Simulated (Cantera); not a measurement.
What does this Cantera script print?

```python
import numpy as np
import cantera as ct

gas = ct.Solution("gri30.yaml")
gas.TPX = 1750, 100000, {'CH4': 1, 'H2': 0.55, 'O2': 3.16, 'N2': 30.6, 'H2O': 0.72}
reactor = ct.IdealGasReactor(gas, energy="on", clone=False)
net = ct.ReactorNet([reactor])
net.rtol, net.atol = 1e-08, 1e-16
show = ['CH4', 'H2', 'O2', 'HO2', 'CO2', 'NO', 'CH3']
times = np.geomspace(1e-06, 7, 10)

steps = ct.SolutionArray(gas, extra=["t"])
rows = []
print(f"{'t/s':>10s}{'T/K':>9s}{'P/Pa':>11s}" + "".join(f"{s:>11s}" for s in show))
for t in times:
    while net.time < t:
        t_next = net.step()
        steps.append(gas.state, t=t_next)
    rows.append([np.interp(t, steps.t, y) for y in (steps.T, steps.P, *steps(*show).X.T)])
    print(f"{t:10.3e}{rows[-1][0]:9.1f}{rows[-1][1]:11.4g}" + "".join(f"{x:11.3e}" for x in rows[-1][2:]))
rate = np.gradient(steps.T, steps.t)
print("integrator steps:", len(steps.t))
if steps.T.max() > steps.T[0] + 200:
    print(f"time of steepest temperature rise: {steps.t[rate.argmax()]:.4e} s")
gas.TPX = 1750, 100000, {'CH4': 1, 'H2': 0.55, 'O2': 3.16, 'N2': 30.6, 'H2O': 0.72}
gas.equilibrate("UV")
print(f"equilibrium (UV): T = {gas.T:.1f} K  " + "  ".join(f"{s} {gas[s].X[0]:.3e}" for s in show))
```

Output:

```
       t/s      T/K       P/Pa        CH4         H2         O2        HO2        CO2         NO        CH3
 1.000e-06   1750.0      1e+05  2.775e-02  1.527e-02  8.770e-02  2.483e-07  1.467e-12  1.428e-14  1.058e-06
 5.762e-06   1749.9      1e+05  2.774e-02  1.526e-02  8.770e-02  1.335e-06  7.161e-10  6.470e-13  1.152e-05
 3.320e-05   1749.9  9.999e+04  2.754e-02  1.522e-02  8.760e-02  5.264e-06  3.933e-07  2.205e-11  1.817e-04
 1.913e-04   2267.3  1.313e+05  3.093e-17  7.728e-03  2.878e-02  3.755e-06  1.701e-02  5.841e-05  3.931e-16
 1.102e-03   2494.3  1.425e+05  5.355e-18  2.709e-03  2.536e-02  2.894e-06  2.313e-02  7.213e-04  3.998e-17
 6.351e-03   2492.0  1.423e+05  5.254e-18  2.626e-03  2.402e-02  2.759e-06  2.329e-02  3.458e-03  3.767e-17
 3.659e-02   2483.6  1.418e+05  5.347e-18  2.628e-03  2.221e-02  2.545e-06  2.332e-02  7.352e-03  3.701e-17
 2.108e-01   2483.2  1.418e+05  5.351e-18  2.628e-03  2.212e-02  2.535e-06  2.332e-02  7.534e-03  3.698e-17
 1.215e+00   2483.2  1.418e+05  5.351e-18  2.628e-03  2.212e-02  2.535e-06  2.332e-02  7.534e-03  3.698e-17
 7.000e+00   2483.2  1.418e+05  5.351e-18  2.628e-03  2.212e-02  2.535e-06  2.332e-02  7.534e-03  3.698e-17
integrator steps: 1645
time of steepest temperature rise: 1.1223e-04 s
equilibrium (UV): T = 2483.2 K  CH4 7.429e-18  H2 2.628e-03  O2 2.212e-02  HO2 2.535e-06  CO2 2.332e-02  NO 7.534e-03  CH3 5.134e-17
```

Computed with Cantera and GRI-Mech 3.0 (53 species, 325 reactions).
